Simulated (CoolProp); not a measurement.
A closed Brayton cycle with carbon dioxide: compressor inlet 316.15 K and 7.6 MPa, high pressure 23.5 MPa, turbine inlet 825 K, compressor efficiency 0.85, turbine efficiency 0.93, recuperator effectiveness 0.9 (on enthalpy, no pinch check). Each further row changes one setting.

Computed with CoolProp (reference Helmholtz-energy equation of state, Span 1996).

```tsv
case	thermal efficiency (%)	net work (kJ/kg)	compressor to turbine work	compressor exit (K)	turbine exit (K)
as stated	35.7	95.2	0.37	408.1	687.2
turbine inlet 775 K	[?]	84.7	0.40	408.1	642.2
compressor inlet 326.15 K	34.3	[?]	0.42	426.2	687.2
high pressure 20 MPa	[?]	85.1	0.35	394.5	706.2
recuperator effectiveness 0.5	[?]	95.2	0.37	408.1	687.2
```

What belongs in the gaps?


- turbine inlet 775 K, thermal efficiency (%): 33.7
- compressor inlet 326.15 K, net work (kJ/kg): 87.2
- high pressure 20 MPa, thermal efficiency (%): 34.8
- recuperator effectiveness 0.5, thermal efficiency (%): 24.2
